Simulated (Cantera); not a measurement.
Input: 1 mol C2H4, 2.5 mol NH3, 18 mol N2, equilibrated at 2398.15 K and 75.0 Torr.

Equilibrium computed with Cantera from the NASA thermochemical tables; the gas is ideal and each condensed phase is pure. Candidate condensed phases: C, C6H6, C7H8, C8H18; 92 gas species. Rates play no part.

Base state: N2 0.750, H2 0.203, H 0.0225, HCN 0.0212, HNC 0.00219, C2H2 (acetylene) 0.00140, CN 0.000117, C2N2 3.08e-5 (mole fractions); condensed: C(graphite).

What changes in the equilibrium state with this change: pressure from 75.0 Torr to 39800 Torr?


```csv
species,before,after
N2,0.750,0.758
H2,0.203,0.215
HCN,0.0212,0.0219
H,0.0225,0.00100
C2H4,3.02e-8,1.79e-5
CH4,7.35e-7,0.000436
"C(graphite), mol",1.33,1.31
```
The ideal-gas law is rough above about 30 bar.
